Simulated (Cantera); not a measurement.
Cantera run, input and output.

```python
import numpy as np
import cantera as ct

gas = ct.Solution("gri30.yaml")
gas.TPX = 1325, 1333, {'N2O': 1, 'H2': 0.019, 'N2': 3.2}
reactor = ct.IdealGasConstPressureReactor(gas, energy="off", clone=False)
net = ct.ReactorNet([reactor])
net.rtol, net.atol = 1e-08, 1e-18
show = ['N2O', 'H2', 'H2O', 'H2O2', 'HO2']
times = np.geomspace(0.0005, 80, 12)

steps = ct.SolutionArray(gas, extra=["t"])
rows = []
print(f"{'t/s':>10s}{'T/K':>9s}{'P/Pa':>11s}" + "".join(f"{s:>11s}" for s in show))
for t in times:
    while net.time < t:
        t_next = net.step()
        steps.append(gas.state, t=t_next)
    rows.append([np.interp(t, steps.t, y) for y in (steps.T, steps.P, *steps(*show).X.T)])
    print(f"{t:10.3e}{rows[-1][0]:9.1f}{rows[-1][1]:11.4g}" + "".join(f"{x:11.3e}" for x in rows[-1][2:]))
rate = np.gradient(steps.T, steps.t)
print("integrator steps:", len(steps.t))
if steps.T.max() > steps.T[0] + 200:
    print(f"time of steepest temperature rise: {steps.t[rate.argmax()]:.4e} s")
gas.TPX = 1325, 1333, {'N2O': 1, 'H2': 0.019, 'N2': 3.2}
gas.equilibrate("TP")
print(f"equilibrium (TP): T = {gas.T:.1f} K  " + "  ".join(f"{s} {gas[s].X[0]:.3e}" for s in show))
```

It prints:

```
       t/s      T/K       P/Pa        N2O         H2        H2O       H2O2        HO2
 5.000e-04   1325.0       1333  2.370e-01  4.503e-03  1.810e-07  2.531e-13  2.100e-09
 1.486e-03   1325.0       1333  2.370e-01  4.497e-03  3.956e-06  1.650e-11  4.533e-08
 4.417e-03   1325.0       1333  2.369e-01  4.434e-03  5.709e-05  6.802e-10  5.895e-07
 1.313e-02   1325.0       1333  2.363e-01  3.980e-03  4.911e-04  1.021e-08  2.684e-06
 3.903e-02   1325.0       1333  2.342e-01  2.321e-03  2.141e-03  1.548e-08  3.498e-06
 1.160e-01   1325.0       1333  2.309e-01  5.274e-04  3.948e-03  1.094e-08  2.970e-06
 3.448e-01   1325.0       1333  2.262e-01  3.780e-05  4.440e-03  2.725e-09  1.383e-06
 1.025e+00   1325.0       1333  2.142e-01  1.792e-07  4.455e-03  7.402e-10  6.398e-07
 3.046e+00   1325.0       1333  1.827e-01  1.076e-07  4.391e-03  2.386e-10  2.472e-07
 9.055e+00   1325.0       1333  1.152e-01  1.232e-07  4.254e-03  1.293e-10  7.140e-08
 2.691e+01   1325.0       1333  3.111e-02  1.658e-07  4.085e-03  1.025e-10  1.216e-08
 8.000e+01   1325.0       1333  9.970e-04  1.044e-07  4.028e-03  5.486e-11  1.515e-09
integrator steps: 1864
equilibrium (TP): T = 1325.0 K  N2O 2.812e-09  H2 1.462e-08  H2O 4.031e-03  H2O2 9.932e-12  HO2 1.903e-09
```

Cantera simulation using GRI-Mech 3.0 (53 species, 325 reactions); the numbers are that mechanism's predictions, not measurements. GRI-Mech 3.0 was tuned for natural gas; its chemistry of N2O as a main component is partial and can be far from experiment. Radical loss at walls, strong at low pressure, is not modelled. The mechanism lacks the step 2 NO + O2 → 2 NO2, which can matter for NO2 below about 1400 K. The temperature is held fixed by assumption; the heat of reaction is taken as removed at once.
